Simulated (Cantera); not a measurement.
**B2O3 + H2 + NH3 (boron, boron nitride and boron oxide)**

A closed system holds: 1 mol B2O3, 29 mol H2, 0.4 mol NH3, equilibrated at 0.100 bar.

Equilibrium computed with Cantera from the NASA thermochemical tables; the gas is ideal and each condensed phase is pure. Candidate condensed phases: B, BN, B2O3, B3O3H3, H2O; 39 gas species. Mutual solubility and eutectic melting of coexisting phases are not modelled. Gases not in the tables: H3BO3. Rates play no part.

| T (K) | log p H2 | log p HBO | log p HBO2 | log p H | log p B2O3 | log p H2O | log p N2 | log p BO | n BN(s) | n B2O3(l) |
|---|---|---|---|---|---|---|---|---|---|---|
| 1275 | -1.00 | -5.56 | -4.71 | -6.63 | -7.04 | -4.13 | -3.19 | -9.61 | 0.0163 | 0.988 |
| 1375 | -1.00 | -4.70 | -4.22 | -5.97 | -5.88 | -4.15 | -3.19 | -8.16 | 0.0180 | 0.979 |
| 1475 | -1.00 | -3.96 | -3.80 | -5.39 | -4.89 | -4.17 | -3.19 | -6.92 | 0.0180 | 0.947 |
| 1575 | -1.01 | -3.33 | -3.43 | -4.89 | -4.03 | -4.18 | -3.18 | -5.84 | 0 | 0.841 |
| 1675 | -1.02 | -2.93 | -2.96 | -4.44 | -3.28 | -3.90 | -3.18 | -5.04 | 0 | 0.473 |
| 1775 | -1.03 | -2.71 | -2.73 | -4.05 | -2.93 | -3.68 | -3.19 | -4.48 | 0 | 0 |
| 1875 | -1.03 | -2.68 | -2.72 | -3.70 | -2.98 | -3.53 | -3.19 | -4.13 | 0 | 0 |
| 1975 | -1.03 | -2.65 | -2.72 | -3.38 | -3.04 | -3.40 | -3.19 | -3.82 | 0 | 0 |
| 2075 | -1.03 | -2.62 | -2.72 | -3.09 | -3.10 | -3.28 | -3.19 | -3.55 | 0 | 0 |
| 2175 | -1.04 | -2.61 | -2.73 | -2.83 | -3.16 | -3.17 | -3.19 | -3.31 | 0 | 0 |
log p: log10 of the partial pressure in bar; n: condensed amount in mol.

From 1275 K to 1475 K the condensed part is BN(s) + B2O3(l). From 1575 K to 1675 K the condensed part is B2O3(l). From 1775 K to 2175 K nothing is condensed.
